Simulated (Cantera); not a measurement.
A closed system holds: 1 mol SiO2, 1.3 mol C, 0.7 mol N2, at 160000 Pa.

Points: T (K) = 1373, 1398, 1423, 1448, 1473, 1498, 1523, 1548, 1573, 1598.

Cantera's Mixture.equilibrate('TP', solver="vcs", rtol=1e-11, max_steps=5000) on the NASA tables stopped like this:

```
ERROR: FAILURE its = 5001!

*******************************************************************************
CanteraError thrown by MultiPhase::equilibrate:
VCS solver failed. Return code: -1
*******************************************************************************
```

Q: What got this run through?

A: This is not unique; one that fits is The failure is numerical, not chemical. The same input converged with solver="gibbs", rtol=1e-10, max_steps=50000, and the result passed a check of the equilibrium conditions:
```
log10 of partial pressures in bar; condensed amounts in mol
       T/K        N2        CO       CO2     C(gr) SiO2(hqz) Si2N2O(s)
      1373     0.165    -0.857    -4.358     1.235     0.957   0.02152
      1398     0.152    -0.742    -4.241     1.214    0.9428   0.02858
      1423     0.136    -0.633    -4.131     1.187    0.9247   0.03767
      1448     0.115    -0.528    -4.028     1.152    0.9014   0.04931
      1473     0.089    -0.430    -3.932     1.108    0.8717   0.06416
      1498     0.057    -0.337    -3.845     1.051    0.8339   0.08303
      1523     0.016    -0.251    -3.767    0.9794    0.7862    0.1069
      1548    -0.034    -0.171    -3.698    0.8894    0.7262    0.1369
      1573    -0.096    -0.098    -3.641    0.7772    0.6514    0.1743
      1598    -0.172    -0.033    -3.596    0.6396    0.5596    0.2202
```

The gas is ideal and each condensed phase is pure. N2 is the only nitrogen source here; it is nearly inert below about 1500 K, so the nitride shown seldom forms there in practice. Mutual solubility and eutectic melting of coexisting phases are not modelled. The tables hold silica as quartz up to 1696 K and as liquid above; real silica turns to tridymite and cristobalite and melts near 1996 K.
